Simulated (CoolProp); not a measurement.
A single-stage vapour-compression cycle with R21: evaporating at 299.15 K (dew point), condensing at 327.15 K (bubble point), superheat 5 K, subcooling 2 K, compressor efficiency 0.85, no pressure losses. Each further row changes one setting.

Model: reference Helmholtz-energy equation of state, Platzer 1990, in CoolProp. This equation is an older, rougher fit; its heat capacities, sound speeds and derivatives of the liquid may be far off and weren't checked against measurements.

```tsv
case	cooling COP	pressure ratio	discharge temperature (K)	refrigerating effect (kJ/kg)	volumetric capacity (kJ/m³)
as stated	8.34	2.35	348.6	205	1660
evaporating temperature 304.15 K	10.5	1.99	345.2	207	1960
condensing temperature 322.15 K	10.3	2.04	341.1	210	1700
subcooling 7 K	(withheld)	2.35	348.6	210	1700
superheat 15 K	(withheld)	2.35	(withheld)	211	(withheld)
compressor efficiency 0.75	7.36	2.35	(withheld)	205	1660
```

Task: Complete the blanks.

Result: 
- subcooling 7 K, cooling COP: 8.56
- superheat 15 K, cooling COP: 8.28
- superheat 15 K, discharge temperature (K): 359.2
- superheat 15 K, volumetric capacity (kJ/m³): 1650
- compressor efficiency 0.75, discharge temperature (K): 353.3
